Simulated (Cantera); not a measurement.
A Cantera script and its output.

```python
import numpy as np
import cantera as ct

gas = ct.Solution("h2o2.yaml")
gas.TPX = 998, 140, {'H2': 0.011, 'O2': 0.27, 'N2': 3.4}
reactor = ct.IdealGasConstPressureReactor(gas, energy="off", clone=False)
net = ct.ReactorNet([reactor])
net.rtol, net.atol = 1e-08, 1e-18
show = ['H2', 'O2', 'H2O', 'O', 'H2O2', 'H']
times = np.geomspace(5e-05, 6, 15)

steps = ct.SolutionArray(gas, extra=["t"])
rows = []
print(f"{'t/s':>10s}{'T/K':>9s}{'P/Pa':>11s}" + "".join(f"{s:>11s}" for s in show))
for t in times:
    while net.time < t:
        t_next = net.step()
        steps.append(gas.state, t=t_next)
    rows.append([np.interp(t, steps.t, y) for y in (steps.T, steps.P, *steps(*show).X.T)])
    print(f"{t:10.3e}{rows[-1][0]:9.1f}{rows[-1][1]:11.4g}" + "".join(f"{x:11.3e}" for x in rows[-1][2:]))
rate = np.gradient(steps.T, steps.t)
print("integrator steps:", len(steps.t))
if steps.T.max() > steps.T[0] + 200:
    print(f"time of steepest temperature rise: {steps.t[rate.argmax()]:.4e} s")
gas.TPX = 998, 140, {'H2': 0.011, 'O2': 0.27, 'N2': 3.4}
gas.equilibrate("TP")
print(f"equilibrium (TP): T = {gas.T:.1f} K  " + "  ".join(f"{s} {gas[s].X[0]:.3e}" for s in show))
```

Output:

```
       t/s      T/K       P/Pa         H2         O2        H2O          O       H2O2          H
 5.000e-05    998.0        140  2.988e-03  7.335e-02  2.241e-20  1.630e-17  8.641e-22  1.055e-14
 1.153e-04    998.0        140  2.988e-03  7.335e-02  3.177e-19  9.095e-17  4.832e-21  2.428e-14
 2.658e-04    998.0        140  2.988e-03  7.335e-02  3.757e-18  4.788e-16  2.556e-20  5.572e-14
 6.129e-04    998.0        140  2.988e-03  7.335e-02  3.457e-17  2.348e-15  1.262e-19  1.273e-13
 1.413e-03    998.0        140  2.988e-03  7.335e-02  3.812e-16  1.218e-14  6.659e-19  2.869e-13
 3.258e-03    998.0        140  2.988e-03  7.335e-02  4.363e-15  6.215e-14  3.534e-18  6.309e-13
 7.512e-03    998.0        140  2.988e-03  7.335e-02  4.780e-14  3.046e-13  1.876e-17  1.331e-12
 1.732e-02    998.0        140  2.988e-03  7.335e-02  4.725e-13  1.409e-12  9.946e-17  2.723e-12
 3.994e-02    998.0        140  2.988e-03  7.335e-02  4.177e-12  6.417e-12  5.281e-16  6.191e-12
 9.208e-02    998.0        140  2.988e-03  7.335e-02  3.924e-11  3.625e-11  2.801e-15  2.239e-11
 2.123e-01    998.0        140  2.988e-03  7.335e-02  7.860e-10  5.421e-10  1.492e-14  2.875e-10
 4.895e-01    998.0        140  2.988e-03  7.335e-02  2.560e-07  1.678e-07  1.428e-13  8.791e-08
 1.129e+00    998.0        140  5.476e-04  7.175e-02  1.930e-03  1.079e-03  1.779e-09  8.200e-04
 2.602e+00    998.0        140  4.045e-05  7.113e-02  2.600e-03  1.755e-03  3.766e-10  6.004e-04
 6.000e+00    998.0        140  3.458e-05  7.122e-02  2.666e-03  1.552e-03  3.739e-10  4.899e-04
integrator steps: 691
equilibrium (TP): T = 998.0 K  H2 2.471e-11  O2 7.196e-02  H2O 2.993e-03  O 1.068e-09  H2O2 8.245e-14  H 2.877e-13
```

Cantera simulation using the H2/O2 subset of GRI-Mech 3.0, which has no nitrogen chemistry; the numbers are that mechanism's predictions, not measurements. Radical loss at walls, strong at low pressure, is not modelled.
